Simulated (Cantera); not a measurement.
Feed: 1 mol MgSO₄, 0.45 mol H₂, 0.052 mol O₂, at 1975 K and 1.00 Torr.

Method: chemical equilibrium by Gibbs-energy minimisation in Cantera with the NASA 1993 tables (ideal gas, pure condensed phases). Candidate condensed phases: H₂O, H₂SO₄, Mg, MgO, Mg(OH)₂, MgS, MgSO₄, S; 26 gas species. Rates play no part.

Base state: SO₂ 0.551, H₂O 0.238, O₂ 0.180, OH 0.0140, O 0.00639, SO 0.00421, H₂ 0.00367, H 0.00227 (mole fractions); condensed: MgO(s).

Question: What changes in the equilibrium state with this change: temperature from 1975 K to 823.15 K?

Answer: 
```
species          before    after
-------------  --------  -------
H₂O               0.238    0.565
SO₂               0.551    0.435
SO₃             5.15e-5  2.78e-6
O₂                0.180    <1e-9
OH               0.0140    <1e-9
Mg             0.000122    <1e-9
O               0.00639    <1e-9
SO              0.00421  1.19e-9
H               0.00227    <1e-9
MgO(s), mol       1.000    0.346
MgSO₄(s), mol         0    0.654
```
